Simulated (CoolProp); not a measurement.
The fluid at 298.15 K and 1.99 MPa flows at 9.3 m/s in a round tube of 100 mm bore and 0.25 µm roughness, fully developed (64/Re and Nu = 3.66 if laminar; Colebrook and Gnielinski if turbulent). The same conditions are run with several fluids, on thermodynamics alone (safety and materials aside).

Values from CoolProp's reference Helmholtz-energy equation of state of each fluid (R142b: Lemmon 2006; n-butane: Bücker 2006; n-decane: Lemmon 2006; propane: Lemmon 2009).

Rank R142b, n-butane, n-decane, propane by Reynolds number, highest first.

propane (4640000), R142b (4410000), n-butane (3300000), n-decane (780000)

```tsv
fluid	Darcy friction factor	pressure drop (Pa/m)	heat-transfer coefficient (W/(m² K))	mass flow (kg/h)
R142b	0.00931	4500	9810	294000
n-butane	0.00970	2420	9740	151000
n-decane	0.0122	3840	6520	191000
propane	0.00924	1980	10000	130000
```

Transport values come from each fluid's own correlations; those of R142b are estimates that may be off by 10 % or more.
